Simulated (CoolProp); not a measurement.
A single-stage vapour-compression cycle with the fluid: evaporating at 321.15 K (dew point), condensing at 377.15 K (bubble point), superheat 8 K, subcooling 5 K, compressor efficiency 0.75, no pressure losses. The same conditions are run with several fluids, on thermodynamics alone (safety and materials aside).

Computed with CoolProp (reference Helmholtz-energy equation of state of each fluid (isobutane: Bücker 2006; cyclohexane: Zhou 2014; R114: Platzer 1990; R11: Jacobsen 1992; R124: de Vries 1995; n-hexane: Thol 2019)). The equations of Platzer and Polt are older, rougher fits.

Question: Rank isobutane, cyclohexane, R114, R11, R124, n-hexane by cooling COP, highest first.

Answer: cyclohexane (3.62), R11 (3.57), n-hexane (3.40), R114 (2.93), isobutane (2.82), R124 (2.70)

| fluid | pressure ratio | discharge temperature (K) | refrigerating effect (kJ/kg) | volumetric capacity (kJ/m³) |
|---|---|---|---|---|
| isobutane | 3.28 | 382.2 | 172 | 2770 |
| cyclohexane | 5.77 | 382.5 | 282 | 297 |
| R114 | 3.63 | 378.3 | 68.7 | 2030 |
| R11 | 4.03 | 398.1 | 129 | 1530 |
| R124 | 3.49 | 387.3 | 72.3 | 3130 |
| n-hexane | 5.42 | 377.1 | 237 | 386 |

The compression ends wet for: n-hexane.
